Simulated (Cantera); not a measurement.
Feed: 1 mol SO2, 8.6 mol H2, 0.19 mol N2, 6.2 mol H2O, held at 10000 Pa.

Cantera equilibrium calculation (NASA polynomials, part measured and part estimated; ideal gas, pure solids and liquids). Candidate condensed phases: H2O, H2SO4, S; 35 gas species. Equilibrium is a limit: real reactors are often held back by kinetics, nucleation or transport. All values below are at 2500 °C.

Base state: H2 0.392, H2O 0.347, H 0.147, OH 0.0357, SO 0.0254, SO2 0.0190, N2 0.0104, O 0.00846 (mole fractions); condensed: gas only.

### Question
What changes in the equilibrium state with this change: H2 from 8.6 to 0.044 mol?

### Answer
```
species    before    after
-------  --------  -------
H2O         0.347    0.479
H2          0.392    0.126
OH         0.0357   0.0869
H           0.147   0.0835
O2        0.00301   0.0554
SO2        0.0190   0.0825
O         0.00846   0.0363
N2         0.0104   0.0196
SO         0.0254   0.0257
S2       0.000387  2.15e-5
H2S      0.000316  2.40e-5
```
